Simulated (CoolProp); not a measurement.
Saturation properties of R113.

Model: reference Helmholtz-energy equation of state, Marx 1992, in CoolProp.

```
T (K)  p (bar)  vapour density (kg/m³)  liquid cp (kJ/(kg K))  surface tension (mN/m)
-----  -------  ----------------------  ---------------------  ----------------------
334.2    1.550                   11.07                 0.9551                    13.2
338.2    1.746                   12.39                 0.9596                    12.8
342.1    1.955                   13.78                 0.9642                    12.4
346.1    2.188                   15.34                 0.9690                    12.0
350.1    2.442                   17.03                 0.9739                    11.5
354.1    2.717                   18.87                 0.9790                    11.1
358      3.008                   20.80                 0.9841                    10.7
362      3.330                   22.94                 0.9895                    10.3
366      3.678                   25.26                 0.9951                    9.91
369.9    4.042                   27.69                  1.001                    9.51
373.9    4.444                   30.38                  1.007                    9.11
377.9    4.874                   33.27                  1.013                    8.71
381.9    5.336                   36.39                  1.020                    8.32
385.8    5.816                   39.65                  1.026                    7.94
389.8    6.341                   43.25                  1.034                    7.55
```

It boils at 320.7 K under 1 atm.

Surface tension comes from a separate correlation (Mulero 2012).
